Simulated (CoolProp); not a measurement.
Model: reference Helmholtz-energy equation of state, Aleksandrov 2011, in CoolProp. It is a short technical equation, of lower accuracy than the large ones.

Q: For n-undecane, give the phase and the density (kg/m³), cp (kJ/(kg K)), speed of sound (m/s), expansivity (1/kK) at 330.6 K and 49.8 bar; 330.6 K and 56.9 bar; 330.6 K and 85.3 bar.

A: 
- 330.6 K and 49.8 bar: liquid; density 716, cp 2.32, speed of sound 1170, expansivity 1.03
- 330.6 K and 56.9 bar: liquid; density 717, cp 2.32, speed of sound 1180, expansivity 1.02
- 330.6 K and 85.3 bar: liquid; density 719, cp 2.32, speed of sound 1190, expansivity 0.997
